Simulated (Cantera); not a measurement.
A closed system holds: 1 mol (CH₃)₂SiCl₂, 0.058 mol CH₄, 5.7 mol H₂, equilibrated at 2.03 Torr.

Cantera equilibrium calculation (NASA polynomials, part measured and part estimated; ideal gas, pure solids and liquids). Candidate condensed phases: C, C₆H₆, C₇H₈, C₈H₁₈, Si, SiC; 109 gas species. The feed counts by its element totals alone. Rates play no part.

**Question.** What share of the Si ends up in condensed phases as a function of T (K), at 1350, 1450, 1550, 1650, 1750, 1850, 1950?

**Answer.** 
| T (K) | Si condensed (%) | as |
|---|---|---|
| 1350 | 99.4 | SiC(s) |
| 1450 | 99.0 | SiC(s) |
| 1550 | 98.5 | SiC(s) |
| 1650 | 97.8 | SiC(s) |
| 1750 | 96.9 | SiC(s) |
| 1850 | 95.8 | SiC(s) |
| 1950 | 94.2 | SiC(s) |
